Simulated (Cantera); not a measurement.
Mixture: 6.42 % C3H8, 17.8 % O2, 66.8 % N2, 8.99 % H2O, equivalence ratio 1.8, at 1.00 bar, adiabatic and at constant pressure. Ignition delay is the time to a rise of 400 K.

Cantera simulation using GRI-Mech 3.0 (53 species, 325 reactions); the numbers are that mechanism's predictions, not measurements. GRI-Mech 3.0 was tuned for natural gas; its chemistry of propane as a main component is partial and can be far from experiment.

Question: At T0 = 1500 K, what is the delay, and which 6 reactions control it most (d ln τ / d ln k, from doubling and halving each rate constant)?

Answer: The delay is 99.5 µs.
```csv
reaction,d ln τ / d ln k,faster rate
C2H5 + CH3 (+M) <=> C3H8 (+M),-0.46,shortens it
H + O2 <=> O + OH,-0.32,shortens it
C3H8 + H <=> C3H7 + H2,0.26,lengthens it
C2H5 + O2 <=> C2H4 + HO2,-0.21,shortens it
CH3 + HO2 <=> CH3O + OH,-0.21,shortens it
2 CH3 (+M) <=> C2H6 (+M),0.19,lengthens it
```
